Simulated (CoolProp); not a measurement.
Properties of octamethylcyclotetrasiloxane (D4) along the isobar 1.23 bar.

Model: reference Helmholtz-energy equation of state, Thol 2015, in CoolProp.

```json
[
 {"T (°C)": "71.25", "phase": "liquid", "density (kg/m³)": "[?]", "Joule-Thomson coefficient (K/MPa)": "-0.3497"},
 {"T (°C)": "101.75", "phase": "liquid", "density (kg/m³)": "861.3", "Joule-Thomson coefficient (K/MPa)": "-0.3021"},
 {"T (°C)": "132.25", "phase": "liquid", "density (kg/m³)": "[?]", "Joule-Thomson coefficient (K/MPa)": "-0.2410"},
 {"T (°C)": "162.65", "phase": "liquid", "density (kg/m³)": "783.7", "Joule-Thomson coefficient (K/MPa)": "-0.1577"},
 {"T (°C)": "193.15", "phase": "gas", "density (kg/m³)": "[?]", "Joule-Thomson coefficient (K/MPa)": "20.14"},
 {"T (°C)": "223.65", "phase": "gas", "density (kg/m³)": "9.428", "Joule-Thomson coefficient (K/MPa)": "15.71"},
 {"T (°C)": "254.15", "phase": "gas", "density (kg/m³)": "8.759", "Joule-Thomson coefficient (K/MPa)": "12.60"},
 {"T (°C)": "284.65", "phase": "gas", "density (kg/m³)": "8.195", "Joule-Thomson coefficient (K/MPa)": "10.34"}
]
```

Problem. Fill in the missing entries.

Solution. 
- 71.25, density (kg/m³): 897.6
- 132.25, density (kg/m³): 823.6
- 193.15, density (kg/m³): 10.24
